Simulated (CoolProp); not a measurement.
A single-stage vapour-compression cycle with the fluid: evaporating at 268.15 K (dew point), condensing at 288.15 K (bubble point), superheat 2 K, subcooling 2 K, compressor efficiency 0.7, no pressure losses. The same conditions are run with several fluids, on thermodynamics alone (safety and materials aside).

Computed with CoolProp (reference Helmholtz-energy equation of state of each fluid (R1132(E): Akasaka 2024; hydrogen sulfide: Lemmon 2006; n-perfluorobutane: Gao 2022; C3F8 (R218): Lemmon 2006; ammonia: Gao 2020; carbon dioxide: Span 1996)).

```json
[
 {"fluid": "R1132(E)", "cooling COP": "8.44", "pressure ratio": "1.82", "discharge temperature (K)": "305.5", "refrigerating effect (kJ/kg)": "228", "volumetric capacity (kJ/m³)": "5170"},
 {"fluid": "hydrogen sulfide", "cooling COP": "8.51", "pressure ratio": "1.76", "discharge temperature (K)": "324.6", "refrigerating effect (kJ/kg)": "435", "volumetric capacity (kJ/m³)": "6530"},
 {"fluid": "n-perfluorobutane", "cooling COP": "8.34", "pressure ratio": "2.13", "discharge temperature (K)": "288.1", "refrigerating effect (kJ/kg)": "80.2", "volumetric capacity (kJ/m³)": "797"},
 {"fluid": "C3F8 (R218)", "cooling COP": "8.09", "pressure ratio": "1.87", "discharge temperature (K)": "288.1", "refrigerating effect (kJ/kg)": "74.3", "volumetric capacity (kJ/m³)": "2480"},
 {"fluid": "ammonia", "cooling COP": "8.67", "pressure ratio": "2.05", "discharge temperature (K)": "335.0", "refrigerating effect (kJ/kg)": "1200", "volumetric capacity (kJ/m³)": "3430"},
 {"fluid": "carbon dioxide", "cooling COP": "7.03", "pressure ratio": "1.67", "discharge temperature (K)": "312.9", "refrigerating effect (kJ/kg)": "203", "volumetric capacity (kJ/m³)": "16600"}
]
```

The compression ends wet for: n-perfluorobutane; C3F8 (R218).
